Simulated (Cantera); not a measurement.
An isothermal, constant-pressure homogeneous reactor starts with 0.619 % CO, 1.60 % O₂, 3.94 % H₂O, 93.8 % N₂, at 898 K and 0.840 bar.

Model: GRI-Mech 3.0 (53 species, 325 reactions), integrated in Cantera.

x: mole fraction; the columns are a selection and need not sum to one.

| t (s) | x CO | x O₂ | x H₂O | x CO₂ | x H₂ | x N₂O |
|---|---|---|---|---|---|---|
| 0.000500 | 0.00619 | 0.0160 | 0.0394 | 3.86e-12 | <1e-12 | <1e-12 |
| 0.00230 | 0.00619 | 0.0160 | 0.0394 | 2.95e-11 | <1e-12 | <1e-12 |
| 0.0106 | 0.00619 | 0.0160 | 0.0394 | 2.66e-10 | 3.20e-12 | <1e-12 |
| 0.0486 | 0.00619 | 0.0160 | 0.0394 | 2.47e-9 | 3.11e-11 | <1e-12 |
| 0.224 | 0.00619 | 0.0160 | 0.0394 | … | 7.90e-10 | <1e-12 |
| 1.03 | 0.00616 | 0.0159 | 0.0394 | 2.95e-5 | 6.20e-7 | 2.55e-10 |
| 4.73 | 0.00537 | 0.0156 | 0.0394 | 0.000823 | 2.11e-5 | 5.61e-9 |
| 21.7 | 0.00264 | 0.0142 | 0.0395 | 0.00356 | 2.62e-5 | 2.57e-8 |
| 100 | … | … | 0.0395 | … | … | … |

### Question
What belongs in the gaps?

### Answer

- 0.224, x CO₂: 6.45e-8
- 100, x CO: 0.000263
- 100, x O₂: 0.0130
- 100, x CO₂: 0.00595
- 100, x H₂: 2.17e-6
- 100, x N₂O: 5.04e-8
